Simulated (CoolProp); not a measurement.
Ammonia at 335.04 K and 0.416 MPa flows at 3 m/s in a round tube of 10 mm bore and 0.25 µm roughness, fully developed (64/Re and Nu = 3.66 if laminar; Colebrook and Gnielinski if turbulent). Each further row changes one setting.

Model: reference Helmholtz-energy equation of state, Gao 2020, in CoolProp.

```tsv
case	Reynolds number	Darcy friction factor	pressure drop (Pa/m)	heat-transfer coefficient (W/(m² K))	mass flow (kg/h)
as stated	6870	0.0342	40.3	70.0	2.22
velocity 6 m/s	13700	0.0285	134	126	4.44
diameter 20 mm	13700	0.0285	16.7	62.9	8.88
```

Viscosity comes from a separate model (Fenghour 1995). Thermal conductivity comes from a separate model (Tufeu 1984).
